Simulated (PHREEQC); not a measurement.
A solution holds 59 mmol/kgw Pb(NO3)2, 12 mmol/kgw MgSO4, 0.57 mmol/kgw NaHCO3 and 3.6 mmol/kgw NaCl, at 25 °C. Closed to the air; pH follows from the charge balance.

Computed with PHREEQC (ion-association model, phreeqc.dat).

No solid was allowed to form.

Question: Predict the pH.

Answer: pH 5.32.

Question: In which forms is C present?

Answer: PbHCO3+ 46 %, CO2 41 %, PbCO3 7.2 %, HCO3- 5.2 % of the C.

Examples of supersaturated solids here: Anglesite, Cerussite. Others may be too. Complexes and solids missing from the database can't appear.
